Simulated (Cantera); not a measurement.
A Cantera script and its output.

```python
import numpy as np
import cantera as ct

gas = ct.Solution("gri30.yaml")
gas.TPX = 400, 720000, {'CO': 1, 'H2': 0.031, 'O2': 0.469, 'N2': 3.75}
inlet = ct.Reservoir(gas, clone=True)
gas.equilibrate("HP")  # start burning
reactor = ct.IdealGasConstPressureReactor(gas, energy="on", clone=False)
exhaust = ct.Reservoir(gas, clone=True)
tau = [0.3, 0.15, 0.073, 0.036, 0.018, 0.0088, 0.0043, 0.0021, 0.0011, 0.00052, 0.00026, 0.00013, 6.3e-05][0]
for a, b in ((inlet, reactor), (reactor, exhaust)):
    ct.MassFlowController(a, b, mdot=lambda t: reactor.mass / tau)
net = ct.ReactorNet([reactor])
show = ['CO', 'H2', 'O2', 'N2O', 'H2O']

rows = []
print(f"{'tau/s':>10s}{'T/K':>9s}" + "".join(f"{s:>11s}" for s in show))
for tau in [0.3, 0.15, 0.073, 0.036, 0.018, 0.0088, 0.0043, 0.0021, 0.0011, 0.00052, 0.00026, 0.00013, 6.3e-05]:
    net.initial_time = 0.0
    net.advance(30 * tau)
    before = gas.X
    net.advance(40 * tau)
    drift = np.max(np.abs(gas.X - before) / (gas.X + 1e-9))
    rows.append([gas.T, *gas[show].X, drift])
    print(f"{tau:10.3e}{gas.T:9.1f}" + "".join(f"{x:11.3e}" for x in gas[show].X))
```

Output:

```
     tau/s      T/K         CO         H2         O2        N2O        H2O
 3.000e-01   1881.8  2.044e-02  1.622e-04  4.819e-04  2.527e-07  6.237e-03
 1.500e-01   1876.9  2.107e-02  1.671e-04  7.865e-04  3.799e-07  6.204e-03
 7.300e-02   1869.3  2.207e-02  1.748e-04  1.269e-03  5.514e-07  6.160e-03
 3.600e-02   1858.6  2.349e-02  1.858e-04  1.963e-03  7.532e-07  6.102e-03
 1.800e-02   1843.9  2.542e-02  2.006e-04  2.907e-03  9.698e-07  6.030e-03
 8.800e-03   1823.5  2.809e-02  2.206e-04  4.213e-03  1.194e-06  5.936e-03
 4.300e-03   1796.2  3.160e-02  2.457e-04  5.923e-03  1.401e-06  5.819e-03
 2.100e-03   1760.4  3.617e-02  2.754e-04  8.138e-03  1.584e-06  5.678e-03
 1.100e-03   1717.8  4.155e-02  3.049e-04  1.074e-02  1.735e-06  5.534e-03
 5.200e-04   1647.5  5.049e-02  3.390e-04  1.508e-02  1.928e-06  5.376e-03
 2.600e-04    400.0  1.905e-01  5.905e-03  8.933e-02 -8.125e-21 -2.189e-17
 1.300e-04    400.0  1.905e-01  5.905e-03  8.933e-02 -3.141e-24 -8.464e-21
 6.300e-05    400.0  1.905e-01  5.905e-03  8.933e-02 -1.984e-25 -5.347e-22
```

Model: GRI-Mech 3.0 (53 species, 325 reactions), integrated in Cantera. The hydrogen kinetics of GRI-Mech 3.0 are dated; newer H2 mechanisms differ, most at raised pressure.
